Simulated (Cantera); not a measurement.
What does this Cantera script print?

```python
import numpy as np
import cantera as ct

gas_names = """
    Mg MgO Mg2 O O2 O3 Si SiO SiO2 Si2 Si3
""".split()
cond_names = """
    Mg(cr) Mg(L) MgO(s) MgO(L) MgSiO3(I) MgSiO3(II) MgSiO3(III) MgSiO3(L) Mg2SiO4(s) Mg2SiO4(L) Si(cr)
    Si(L) SiO2(Lqz) SiO2(hqz) SiO2(L)
""".split()


# ... load() reads the species with a 1 bar reference pressure and builds the phases ...
atoms = {
    'SiO2': {'Si': 1, 'O': 2},
    'MgO': {'Mg': 1, 'O': 1},
    'O2': {'O': 2},
}
top_T = {}  # K; cautious upper limits of use, not melting points


# ... equilibrate(T, P, feed) seeds the gas with the atoms and calls Mixture.equilibrate('TP', solver="vcs", rtol=1e-11, max_steps=5000) ...
results = []
feed = {'SiO2': 1, 'MgO': 0.37, 'O2': 0.15}  # mol
P = 1000  # Pa
for T in [798, 873, 948, 1023, 1098, 1173, 1248, 1323, 1398, 1473, 1548, 1623]:
    mix = equilibrate(T, P, feed)
    results.append((T, P, feed, dict(zip(mix.species_names, mix.species_moles))))

top = {s: max(r[3][s] / sum(r[3][g] for g in gas_names) for r in results) for s in gas_names}
cols = sorted((s for s in top if top[s] > 1e-06), key=lambda s: -top[s])[:9]
seen = [c for c in cond_names if any(r[3].get(c, 0) > 1e-12 for r in results)]
print("log10 of partial pressures in bar; condensed amounts in mol")
print(f"{'T/K':>10s}" + "".join(f"{s[:9]:>10s}" for s in cols + seen))
for T, P, feed, n in results:
    ng = sum(n[g] for g in gas_names)
    print(f"{T:10.4g}" + "".join(f"{np.log10(max(n[s] / ng * P / 1e5, 1e-99)):10.3f}" for s in cols)
          + "".join(f"{n.get(c, 0):10.4g}" for c in seen))
```

Output:

```
log10 of partial pressures in bar; condensed amounts in mol
       T/K        O2         O MgSiO3(I) MgSiO3(II MgSiO3(II SiO2(Lqz) SiO2(hqz)
       798    -2.000   -14.139      0.37         0         0      0.63         0
       873    -2.000   -12.722      0.37         0         0         0      0.63
       948    -2.000   -11.527         0      0.37         0         0      0.63
      1023    -2.000   -10.507         0      0.37         0         0      0.63
      1098    -2.000    -9.625         0      0.37         0         0      0.63
      1173    -2.000    -8.855         0      0.37         0         0      0.63
      1248    -2.000    -8.177         0      0.37         0         0      0.63
      1323    -2.000    -7.575         0         0      0.37         0      0.63
      1398    -2.000    -7.037         0         0      0.37         0      0.63
      1473    -2.000    -6.554         0         0      0.37         0      0.63
      1548    -2.000    -6.118         0         0      0.37         0      0.63
      1623    -2.000    -5.721         0         0      0.37         0      0.63
```

Method: chemical equilibrium by Gibbs-energy minimisation in Cantera with the NASA 1993 tables (ideal gas, pure condensed phases). Mutual solubility and eutectic melting of coexisting phases are not modelled. The tables hold silica as quartz up to 1696 K and as liquid above; real silica turns to tridymite and cristobalite and melts near 1996 K. Condensed phases not in the tables: alloys, solid solutions and most ternary compounds.
